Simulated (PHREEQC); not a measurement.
0.1 g of hydrous ferric oxide (600 m²/g; 0.2 weak and 0.005 strong sites per Fe, Dzombak-Morel constants, diffuse double layer) in 1 kg of water with 0.3 mol/kgw of an inert sodium salt, at 25 °C; the pH is set by adding NaOH or the inert anion's acid. Oxygen alone is held at its pressure in air (log pO2 = -0.68). CO2 from the air is kept out. Precipitation was switched off in this run.

The numbers come from PHREEQC with the ion-association model, wateq4f.dat.

| pH | surface charge σ (C/m²) | surface potential ψ (mV) |
|---|---|---|
| 3 | 0.368 | 126 |
| 3.5 | 0.363 | 125 |
| 4 | 0.349 | 123 |
| 5 | 0.269 | 110 |
| 5.5 | 0.210 | 98 |
| 6 | 0.154 | 83 |
| 6.5 | 0.106 | 65 |
| 7 | 0.066 | 46 |
| 8 | 0.006 | 5 |
| 8.5 | -0.021 | -17 |
| 9 | -0.051 | -38 |

Complexes and solids missing from the database can't appear. The oxide is taken as insoluble; below pH 4 it would dissolve.
